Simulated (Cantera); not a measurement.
Cantera with NASA thermochemical tables; ideal gases at 1 bar, condensed phases pure. Values are per mole of reaction as written; species without (g) are pure solids or liquids, kept so even where they would boil at 1 bar. VN: taken at fixed stoichiometry.

6 VN + O3(g) → 3 N2O(g) + 6 V

```tsv
T (K)	ΔH° (kJ)	ΔS° (J/K)	ΔG° (kJ)	log10 K
1398	___	___	___	___
1498	1372.7	330.3	878.0	-30.61
1598	1370.0	328.5	845.0	-27.62
1698	___	___	___	___
1798	___	___	___	___
1898	___	___	___	___
1998	1359.8	322.8	714.8	-18.69
```

Problem. Fill in the missing entries.

Solution. 
- 1398, ΔH° (kJ): 1375.5
- 1398, ΔS° (J/K): 332.2
- 1398, ΔG° (kJ): 911.1
- 1398, log10 K: -34.04
- 1698, ΔH° (kJ): 1367.4
- 1698, ΔS° (J/K): 326.9
- 1698, ΔG° (kJ): 812.2
- 1698, log10 K: -24.99
- 1798, ΔH° (kJ): 1364.7
- 1798, ΔS° (J/K): 325.4
- 1798, ΔG° (kJ): 779.6
- 1798, log10 K: -22.65
- 1898, ΔH° (kJ): 1362.2
- 1898, ΔS° (J/K): 324.1
- 1898, ΔG° (kJ): 747.2
- 1898, log10 K: -20.56
